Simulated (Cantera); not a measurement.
A diamond (100) surface in a fixed gas of H2 with x(CH4) = 0.0035, x(H) = 0.0093, x(CH3) = 3e-05, at 1325 K; coverages are run to steady state.

Cantera simulation using the Harris–Goodwin 1993 mechanism for the reconstructed diamond (100) surface; the numbers are that mechanism's predictions, not measurements.

θ: site fractions in the mechanism's names (c6HH fully hydrogenated, c6H* and c6*H radical sites, c6** diradical, c6HM methylated).

```
P (Pa)  growth (µm/h)  θ c6HH  θ c6H*  θ c6*H  θ c6**    θ c6HM
------  -------------  ------  ------  ------  ------  --------
990                 …   0.368  0.0518   0.531  0.0490   8.71e-6
1500                …   0.368  0.0518   0.531  0.0490   1.33e-5
2200                …   0.368  0.0518   0.531  0.0490   1.95e-5
3200                …   0.368  0.0518   0.531  0.0490   2.81e-5
4700                …   0.368  0.0519   0.531  0.0490   4.06e-5
6900                …   0.368  0.0519   0.531  0.0491   5.78e-5
10000               …   0.368  0.0520   0.531  0.0491   8.03e-5
15000               …   0.368  0.0520   0.531  0.0491  0.000113
```

What belongs in the gaps?


- 990, growth (µm/h): 0.0492
- 1500, growth (µm/h): 0.0822
- 2200, growth (µm/h): 0.133
- 3200, growth (µm/h): 0.215
- 4700, growth (µm/h): 0.360
- 6900, growth (µm/h): 0.614
- 10000, growth (µm/h): 1.05
- 15000, growth (µm/h): 1.91
